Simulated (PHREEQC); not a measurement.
0.1 g of hydrous ferric oxide (600 m²/g; 0.2 weak and 0.005 strong sites per Fe, Dzombak-Morel constants, diffuse double layer) in 1 kg of water with 0.3 mol/kgw of an inert sodium salt and 5.8e-05 mol/kgw SrCl2, 3e-05 mol/kgw NiCl2 and 5.3e-05 mol/kgw MgCl2, at 25 °C; the pH is set by adding NaOH or the inert anion's acid. O2 is buffered at 0.21 atm. The system is closed to CO2. Nothing may precipitate in this run.

Model: ion-association model, wateq4f.dat, run in PHREEQC.

| pH | Sr sorbed (%) | Ni sorbed (%) | Mg sorbed (%) |
|---|---|---|---|
| 3 | 0.0 | 0.0 | 0.0 |
| 3.5 | 0.0 | 0.0 | 0.0 |
| 4 | 0.0 | 0.0 | 0.0 |
| 4.5 | 0.0 | 0.0 | 0.0 |
| 5 | 0.0 | 0.2 | 0.0 |
| 5.5 | 0.0 | 1.1 | 0.0 |
| 6 | 0.0 | 6.0 | 0.0 |
| 6.5 | 0.0 | 16.3 | 0.0 |
| 7 | 0.0 | 32.4 | 0.2 |
| 7.5 | 0.0 | 64.7 | 1.1 |
| 8 | 0.1 | 90.2 | 6.0 |
| 8.5 | 0.4 | 97.8 | 24.1 |
| 9 | 1.4 | 99.4 | 54.5 |
| 9.5 | 3.9 | 99.7 | 79.0 |
| 10 | 9.4 | 99.7 | 90.9 |
| 10.5 | 17.0 | 98.5 | 94.9 |
| 11 | 26.0 | 87.5 | 96.5 |

Along this series the solution becomes supersaturated in solids that the run did not let form, among them Ni(OH)2. The oxide is taken as insoluble; below pH 4 it would dissolve.
